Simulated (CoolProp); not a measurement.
Saturation properties of octamethyltrisiloxane (MDM) (Tc = 565.4 K, pc = 1438 kPa, ω = 0.528).

Values from CoolProp's reference Helmholtz-energy equation of state, Thol 2017.

```csv
T (K),p (kPa),liquid density (kg/m³),vapour density (kg/m³),enthalpy of vaporisation (kJ/kg),liquid cp (kJ/(kg K))
431.9,119.0,667.2,8.555,149.7,2.130
439.4,143.3,657.4,10.25,(withheld),2.152
446.9,171.1,647.4,12.21,142.5,2.174
454.4,(withheld),637.1,14.48,138.7,2.197
461.8,238.5,626.5,17.04,134.8,(withheld)
469.3,279.3,615.4,20.02,130.7,2.246
476.8,325.1,603.9,23.44,126.4,2.273
484.3,376.4,591.9,27.37,(withheld),2.301
491.8,433.6,579.3,31.89,117.2,2.333
499.3,497.2,565.9,37.12,112.2,2.367
506.8,(withheld),551.7,43.19,106.8,2.406
514.3,(withheld),536.5,50.32,101.0,2.453
```

**Question.** What belongs in the gaps?

**Answer.** 
- 439.4, enthalpy of vaporisation (kJ/kg): 146.1
- 454.4, p (kPa): 202.9
- 461.8, liquid cp (kJ/(kg K)): 2.221
- 484.3, enthalpy of vaporisation (kJ/kg): 122.0
- 506.8, p (kPa): 567.7
- 514.3, p (kPa): 645.5

It boils at 425.6 K under 1 atm.
